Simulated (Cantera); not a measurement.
# SrCl₂ + H₂ (halide evaporation, hydrolysis and transport)

Charge: 1 mol SrCl₂, 1.2 mol H₂, at 1625 °C and 13.3 mbar.

These are equilibrium values from Cantera (NASA tables, ideal gas, pure condensed phases), not measurements of a reactor. Candidate condensed phases: Sr, SrCl₂; 8 gas species. Equilibrium is a limit: real reactors are often held back by kinetics, nucleation or transport.

```json
{
  "x(H₂)": "0.532",
  "x(SrCl₂)": "0.439",
  "x(HCl)": "0.0127",
  "x(SrCl)": "0.0105",
  "x(H)": "0.00494",
  "x(Sr)": "0.00112",
  "x(Cl)": "8.90e-5",
  "gas_amount": "2.220 mol",
  "log10 activity of SrCl₂(l) (absent)": "-0.92",
  "log10 activity of Sr(l) (absent)": "-5.34"
}
```
